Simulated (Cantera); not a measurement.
An isothermal, constant-pressure homogeneous reactor starts with 1.39 % CH4, 98.6 % H2, at 2275 K and 18.0 Torr.

Cantera simulation using GRI-Mech 3.0 (53 species, 325 reactions); the numbers are that mechanism's predictions, not measurements. GRI-Mech 3.0 stops at C3 and has no aromatics, soot or wall deposition, so with more carbon than oxygen in the feed, carbon stays in small species such as C2H2 where larger ones or solid carbon would form. Radical loss at walls, strong at low pressure, is not modelled.

x: mole fraction; the columns are a selection and need not sum to one.

```json
[
 {"t (s)": "2.00e-6", "x CH4": "0.0139", "x H2": "0.986", "x H": "7.73e-6", "x CH3": "6.53e-6", "x CH2": "6.80e-11", "x C2H2": "<1e-12"},
 {"t (s)": "6.32e-6", "x CH4": "0.0139", "x H2": "0.986", "x H": "2.71e-5", "x CH3": "1.80e-5", "x CH2": "6.61e-10", "x C2H2": "<1e-12"},
 {"t (s)": "2.00e-5", "x CH4": "0.0139", "x H2": "0.986", "x H": "9.90e-5", "x CH3": "4.35e-5", "x CH2": "5.75e-9", "x C2H2": "2.36e-11"},
 {"t (s)": "6.32e-5", "x CH4": "0.0138", "x H2": "0.986", "x H": "[?]", "x CH3": "[?]", "x CH2": "[?]", "x C2H2": "[?]"},
 {"t (s)": "0.000200", "x CH4": "0.0136", "x H2": "0.985", "x H": "0.00110", "x CH3": "0.000304", "x CH2": "4.77e-7", "x C2H2": "1.74e-7"},
 {"t (s)": "0.000632", "x CH4": "0.0130", "x H2": "0.983", "x H": "0.00346", "x CH3": "0.000874", "x CH2": "4.21e-6", "x C2H2": "1.32e-5"},
 {"t (s)": "0.00200", "x CH4": "0.0107", "x H2": "0.977", "x H": "0.00996", "x CH3": "0.00205", "x CH2": "2.60e-5", "x C2H2": "0.000485"},
 {"t (s)": "0.00632", "x CH4": "0.00426", "x H2": "0.971", "x H": "0.0188", "x CH3": "0.00155", "x CH2": "3.82e-5", "x C2H2": "0.00389"},
 {"t (s)": "0.0200", "x CH4": "0.000697", "x H2": "0.967", "x H": "0.0256", "x CH3": "0.000347", "x CH2": "1.32e-5", "x C2H2": "0.00624"},
 {"t (s)": "0.0632", "x CH4": "0.000105", "x H2": "0.961", "x H": "0.0325", "x CH3": "6.70e-5", "x CH2": "3.35e-6", "x C2H2": "0.00666"},
 {"t (s)": "0.200", "x CH4": "1.78e-5", "x H2": "0.951", "x H": "0.0419", "x CH3": "1.47e-5", "x CH2": "9.67e-7", "x C2H2": "0.00669"},
 {"t (s)": "0.632", "x CH4": "7.02e-6", "x H2": "0.942", "x H": "0.0516", "x CH3": "7.23e-6", "x CH2": "5.90e-7", "x C2H2": "0.00666"},
 {"t (s)": "2.00", "x CH4": "6.43e-6", "x H2": "0.940", "x H": "0.0535", "x CH3": "6.87e-6", "x CH2": "5.83e-7", "x C2H2": "0.00666"},
 {"t (s)": "6.32", "x CH4": "6.43e-6", "x H2": "0.940", "x H": "0.0535", "x CH3": "6.87e-6", "x CH2": "5.83e-7", "x C2H2": "0.00666"},
 {"t (s)": "20.0", "x CH4": "6.43e-6", "x H2": "0.940", "x H": "0.0535", "x CH3": "6.87e-6", "x CH2": "5.83e-7", "x C2H2": "0.00666"}
]
```

Task: Some entries are withheld; supply them.

Result: 
- 6.32e-5, x H: 0.000341
- 6.32e-5, x CH3: 0.000108
- 6.32e-5, x CH2: 5.03e-8
- 6.32e-5, x C2H2: 2.08e-9
